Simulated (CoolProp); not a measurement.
Vapour-liquid equilibrium of ethanol (1) + o-xylene (2) at 402.5 K; x and y are mole fractions of (1).

Model: multi-fluid Helmholtz-energy mixture model, Schroeder 2014 and Zhou 2012; pair parameters Bell 2016, in CoolProp.

Q: Give the bubble pressure and the first vapour's composition at x = 0.05, 0.35, 0.5. Is there an azeotrope?

A: x = 0.05: 0.1543 MPa, y = 0.572; x = 0.35: 0.3821 MPa, y = 0.847; x = 0.5: 0.4230 MPa, y = 0.872. No azeotrope shows between x = 0.05 and 0.95.

Pair parameters are fitted to limited data, so mixtures are less certain than the pure fluids. With so large a gap from Raoult's law the liquid may split in two, which this calculation doesn't test in full.
